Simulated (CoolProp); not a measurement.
Vapour-liquid equilibrium of ethane (1) + C2F6 (R116) (2) at 343 kPa; x and y are mole fractions of (1).

Values from CoolProp's multi-fluid Helmholtz-energy mixture model, Bücker 2006 and Lemmon 2006; pair parameters Bell 2016.

```csv
x,"bubble temperature, mixture model (°C)","bubble temperature, Raoult's law (°C)","y, mixture model","y, Raoult's law"
0.05,-55.3,-52.5,0.160,0.073
0.15,-60.7,-53.7,0.385,0.211
0.25,-64.2,-54.9,0.516,0.336
0.35,-66.1,-56.0,0.590,0.451
0.45,-67.1,-57.1,0.632,0.556
0.55,-67.5,-58.1,0.657,0.653
0.65,-67.7,-59.2,0.676,0.742
0.75,-67.6,-60.1,0.700,0.823
0.85,-67.1,-61.1,0.747,0.898
0.95,-65.0,-62.0,0.868,0.968
```

The largest gap from Raoult's law is -10.1 K in bubble temperature, at x = 0.35. y crosses x between x = 0.65 and 0.75: the model has an azeotrope there.

The pair parameters rest on a limited set of measurements; away from them the model extrapolates. With so large a gap from Raoult's law the liquid may split in two, which this calculation doesn't test in full.
